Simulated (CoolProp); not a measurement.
c-C4F8 (RC318) along the isobar 1250 kPa: fugacity coefficient from the reference equation and from simpler models built on Tc = 388.4 K, pc = 2778 kPa, ω = 0.355; each cubic takes its own stable root.

The numbers come from the reference Helmholtz-energy equation of state, Platzer 1990 in CoolProp. This equation is an older, rougher fit; its heat capacities, sound speeds and derivatives of the liquid may be far off and weren't checked against measurements.

```
T (K)   phase  reference  van der Waals  Redlich-Kwong  Soave-Redlich-Kwong  Peng-Robinson
-----  ------  ---------  -------------  -------------  -------------------  -------------
275.4  liquid          …         0.4325         0.2102               0.1139              …
300.4  liquid          …         0.6153         0.3872               0.2570         0.2515
325.3  liquid     0.4814         0.7949         0.6220                    …              …
375.2     gas     0.8346         0.8555         0.8346               0.8309              …
400.2     gas     0.8686         0.8768         0.8630               0.8658              …
425.1     gas     0.8943         0.8940         0.8853               0.8929         0.8794
450.1     gas     0.9144         0.9082         0.9033               0.9144         0.9015
475       gas     0.9303         0.9201         0.9179               0.9316         0.9194
500       gas     0.9432         0.9301         0.9300               0.9456         0.9340
```

**Question.** Complete the blanks.

**Answer.** 
- 275.4, reference: 0.1134
- 275.4, Peng-Robinson: 0.1124
- 300.4, reference: 0.2553
- 325.3, Soave-Redlich-Kwong: 0.4853
- 325.3, Peng-Robinson: 0.4730
- 375.2, Peng-Robinson: 0.8165
- 400.2, Peng-Robinson: 0.8518

At some of these states van der Waals gives the other phase, because its saturation line lies elsewhere.
